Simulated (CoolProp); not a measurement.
Tetradecamethylhexasiloxane (MD4M) along the isobar 0.101 MPa: fugacity coefficient from the reference equation and from simpler models built on Tc = 380.0 °C, pc = 0.8286 MPa, ω = 0.800; each cubic takes its own stable root.

Model: reference Helmholtz-energy equation of state, Thol 2019, in CoolProp.

```csv
T (°C),phase,reference,van der Waals,Redlich-Kwong,Soave-Redlich-Kwong,Peng-Robinson
76.15,liquid,0.0006571,0.3432,0.04545,0.0008306,0.001060
80.45,liquid,0.0008873,0.3694,0.05279,0.001099,0.001386
84.75,liquid,0.001186,0.3968,0.06103,0.001443,0.001799
89.05,liquid,0.001571,0.4255,0.07025,0.001878,0.002316
93.35,liquid,0.002062,0.4554,0.08050,0.002425,0.002960
97.65,liquid,0.002683,0.4867,0.09186,0.003108,0.003756
101.95,liquid,0.003462,0.5192,0.1044,0.003955,0.004733
106.25,liquid,0.004430,0.5531,0.1182,0.004997,0.005925
110.55,liquid,0.005626,0.5882,0.1334,0.006270,0.007370
114.85,liquid,0.007092,0.6247,0.1499,0.007817,0.009110
119.15,liquid,0.008875,0.6626,0.1679,0.009685,0.01119
123.45,liquid,0.01103,0.7017,0.1875,0.01193,0.01368
127.75,liquid,0.01362,0.7422,0.2087,0.01460,0.01662
```
